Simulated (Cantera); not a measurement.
A Cantera script and what it prints.

```python
import numpy as np
import cantera as ct

gas_names = """
    H H2 Hg
""".split()
cond_names = """
    Hg(cr) Hg(L)
""".split()


# ... load() reads the species with a 1 bar reference pressure and builds the phases ...
atoms = {
    'Hg': {'Hg': 1},
    'H2': {'H': 2},
}
top_T = {}  # K; cautious upper limits of use, not melting points


# ... equilibrate(T, P, feed) seeds the gas with the atoms and calls Mixture.equilibrate('TP', solver="vcs", rtol=1e-11, max_steps=5000) ...
results = []
feed = {'Hg': 1, 'H2': 6.1}  # mol
T = 1473  # K
P = 64  # Pa
mix = equilibrate(T, P, feed)
results.append((T, P, feed, dict(zip(mix.species_names, mix.species_moles))))
x = sorted(zip(gas.X, gas.species_names), reverse=True)
print(f"T = {T:g} K  P = {P:g} Pa  gas = {mix.phase_moles(0):.4g} mol")
print("   x: " + "  ".join(f"{s} {v:.3e}" for v, s in x if v > 0.001))
print("   condensed (mol): " + ("  ".join(f"{mix.phase(i).name} {mix.phase_moles(i):.4g}"
      for i in range(1, mix.n_phases) if mix.phase_moles(i) > 1e-12) or "none"))
```

Result:

```
T = 1473 K  P = 64 Pa  gas = 7.102 mol
   x: H2 8.587e-01  Hg 1.408e-01
   condensed (mol): none
```

Method: chemical equilibrium by Gibbs-energy minimisation in Cantera with the NASA 1993 tables (ideal gas, pure condensed phases).
